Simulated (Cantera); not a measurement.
Input: 1 mol MgSO4, 2.3 mol H2, held at 1875 K and 100000 Pa.

These are equilibrium values from Cantera (NASA tables, ideal gas, pure condensed phases), not measurements of a reactor. Candidate condensed phases: H2O, H2SO4, Mg, MgO, Mg(OH)2, MgS, MgSO4, S; 26 gas species. Equilibrium is a limit: real reactors are often held back by kinetics, nucleation or transport.

Base state: H2O 0.626, SO2 0.172, H2 0.105, S2 0.0569, H2S 0.0213, SO 0.0121, SH 0.00411, S2O 0.00226 (mole fractions); condensed: MgO(s).

### Question
What changes in the equilibrium state with this change: H2 from 2.3 to 0.035 mol?

### Answer
```csv
species,before,after
SO2,0.172,0.657
O2,3.94e-7,0.317
H2O,0.626,0.0228
S2,0.0569,<1e-9
H2S,0.0213,<1e-9
H2,0.105,4.27e-6
SO,0.0121,5.18e-5
SH,0.00411,<1e-9
S2O,0.00226,<1e-9
"MgO(s), mol",1.000,1.00
```

### Question
What changes in the equilibrium state with this change: H2 from 2.3 to 0.43 mol?

### Answer
```csv
species,before,after
SO2,0.172,0.581
H2O,0.626,0.250
O2,3.94e-7,0.165
S2,0.0569,<1e-9
H2S,0.0213,<1e-9
H2,0.105,6.49e-5
SO,0.0121,6.35e-5
SH,0.00411,<1e-9
S2O,0.00226,<1e-9
S,0.000317,2.56e-9
SO3,8.82e-7,0.00193
O,1.51e-7,9.77e-5
"MgO(s), mol",1.000,1.000
```

### Question
What changes in the equilibrium state with this change: pressure from 100000 Pa to 133 Pa?

### Answer
| species | before | after |
|---|---|---|
| H2O | 0.626 | 0.443 |
| H2 | 0.105 | 0.256 |
| SO2 | 0.172 | 0.213 |
| H2S | 0.0213 | 0.00101 |
| SO | 0.0121 | 0.0518 |
| S2 | 0.0569 | 0.0163 |
| Mg | 3.78e-7 | 0.000975 |
| O | 1.51e-7 | 3.29e-5 |
| O2 | 3.94e-7 | 2.50e-5 |
| H | 0.000212 | 0.00908 |
| MgOH | 5.97e-7 | 2.55e-5 |
| MgO(s), mol | 1.000 | 0.997 |
